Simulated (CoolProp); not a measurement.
Vapour-liquid equilibrium of n-heptane (1) + o-xylene (2) at 0.129 MPa; x and y are mole fractions of (1).

The numbers come from the multi-fluid Helmholtz-energy mixture model, Span 2003 and Zhou 2012; pair parameters Bell 2016 in CoolProp.

```csv
x,bubble temperature (°C),y at the bubble point,dew temperature at overall composition x (°C),liquid density (mol/L)
0.05,148.2,0.168,152.1,7.124
0.2,135.8,0.483,147.0,6.980
0.35,127.4,0.656,141.4,6.811
0.5,121.2,0.768,135.0,6.632
0.65,116.2,0.852,127.7,6.452
0.8,111.9,0.921,119.3,6.276
0.95,108.0,0.981,110.0,6.104
```

No azeotrope shows between x = 0.05 and 0.95.

The pair parameters rest on a limited set of measurements; away from them the model extrapolates.
